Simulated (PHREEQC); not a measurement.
Synthetic water in mg/kgw, 40 °C, pH 7.67, pe 2.1: Na 2880; K 192; Ca 189; Mg 663; Cl 4490; S(6) as SO4 3020; Alkalinity as HCO3 35.5; Mn(2) 50.6; Li 0.925; N(-3) as NH4 0.427.

Valence states are taken as typed.

Computed with PHREEQC (ion-association model, phreeqc.dat).

Problem. The ionic strength comes out as 0.208 mol/kgw. What activity coefficients do NaCO3-, LiSO4-, Mg+2, Li+, MgHCO3+ get?

Solution. NaCO3- 0.74, LiSO4- 0.73, Mg+2 0.33, Li+ 0.75, MgHCO3+ 0.71.

No solid was allowed to form. Examples of supersaturated solids here: Rhodochrosite. Others may be too. Complexes and solids missing from the database can't appear. Away from 25 °C the constants follow the database's enthalpies or fits; those with neither stay at their 25 °C values.
